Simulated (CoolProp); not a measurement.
500 sccm (0 °C, 1 atm) of nitrogen bubbles through liquid R141b at 274.3 K and leaves saturated at a total pressure of 0.15 MPa (ideal gas phase). Each further row changes one setting.

The numbers come from the reference Helmholtz-energy equation of state, Lemmon 2006 in CoolProp. It is a short technical equation, of lower accuracy than the large ones.

```tsv
case	vapour pressure (kPa)	mole fraction of vapour	delivery (mg/min)	delivery (sccm)	change of delivery for a bath 1 K warmer (%)
as stated	29.6	0.197	641	123	5.8
bath temperature 279.3 K	36.9	0.246	852	163	5.9
total pressure 0.3 MPa	29.6	0.0987	286	54.7	5.1
```
